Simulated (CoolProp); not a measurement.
R404A at 210 K and 3.56 MPa is throttled through a valve to 0.878 MPa with no heat exchange. Each further row changes one setting.

The numbers come from the reference Helmholtz-energy equation of state, Lemmon 2003 in CoolProp. It is a pseudo-pure fit of the blend.

```json
[
 {"case": "as stated", "temperature change (K)": "[?]", "final density (kg/m³)": "1360"},
 {"case": "outlet pressure 0.263 MPa", "temperature change (K)": "[?]", "final density (kg/m³)": "[?]"},
 {"case": "outlet pressure 1.14 MPa", "temperature change (K)": "[?]", "final density (kg/m³)": "1360"}
]
```

### Question
Some entries are withheld; supply them.

### Answer

- as stated, temperature change (K): +0.9
- outlet pressure 0.263 MPa, temperature change (K): +1.1
- outlet pressure 0.263 MPa, final density (kg/m³): 1350
- outlet pressure 1.14 MPa, temperature change (K): +0.8
